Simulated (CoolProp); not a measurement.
Vapour-liquid equilibrium of benzene (1) + dimethyl carbonate (2) at 0.0202 MPa; x and y are mole fractions of (1).

Model: multi-fluid Helmholtz-energy mixture model, Thol 2012 and Zhou 2011; pair parameters Bell 2016, in CoolProp.

| x | bubble temperature (°C) | y at the bubble point | dew temperature at overall composition x (°C) | liquid density (mol/L) |
|---|---|---|---|---|
| 0.05 | 45.3 | 0.105 | 46.0 | 11.46 |
| 0.125 | 43.5 | 0.234 | 45.0 | 11.43 |
| 0.2 | 42.0 | 0.338 | 44.0 | 11.40 |
| 0.275 | 40.8 | 0.424 | 42.9 | 11.37 |
| 0.35 | 39.8 | 0.498 | 41.8 | 11.33 |
| 0.425 | 38.9 | 0.562 | 40.8 | 11.29 |
| 0.5 | 38.2 | 0.621 | 39.7 | 11.26 |
| 0.575 | 37.5 | 0.677 | 38.7 | 11.22 |
| 0.65 | 37.0 | 0.730 | 37.8 | 11.19 |
| 0.725 | 36.5 | 0.783 | 37.0 | 11.15 |
| 0.8 | 36.1 | 0.837 | 36.4 | 11.12 |
| 0.875 | 35.8 | 0.894 | 35.9 | 11.09 |
| 0.95 | 35.6 | 0.955 | 35.6 | 11.06 |

No azeotrope shows between x = 0.05 and 0.95.

Pair parameters are fitted to limited data, so mixtures are less certain than the pure fluids.
